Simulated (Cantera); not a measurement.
Feed: 1 mol Cu, a varied amount of F2, 31 mol N2, held at 1298.15 K and 31.0 Pa.

Method: chemical equilibrium by Gibbs-energy minimisation in Cantera with the NASA 1993 tables (ideal gas, pure condensed phases). Candidate condensed phases: Cu, CuF2; 11 gas species. Rates play no part.

### Question
Which condensed phases are stable at each of these points (n(F2) (mol)): 0.44, 0.71, 1.1, 1.9, 3, 4.9, 7.9?

### Answer
```json
[
 {"n(F2) (mol)": "0.44", "condensed phases": "Cu(s)", "Cu condensed (%)": "10.5"},
 {"n(F2) (mol)": "0.71", "condensed phases": "gas only", "Cu condensed (%)": "0.0"},
 {"n(F2) (mol)": "1.1", "condensed phases": "gas only", "Cu condensed (%)": "0.0"},
 {"n(F2) (mol)": "1.9", "condensed phases": "gas only", "Cu condensed (%)": "0.0"},
 {"n(F2) (mol)": "3", "condensed phases": "gas only", "Cu condensed (%)": "0.0"},
 {"n(F2) (mol)": "4.9", "condensed phases": "gas only", "Cu condensed (%)": "0.0"},
 {"n(F2) (mol)": "7.9", "condensed phases": "gas only", "Cu condensed (%)": "0.0"}
]
```

At 0.44 mol F2 the condensed part is Cu(s). From 0.71 mol F2 to 7.9 mol F2 nothing is condensed.
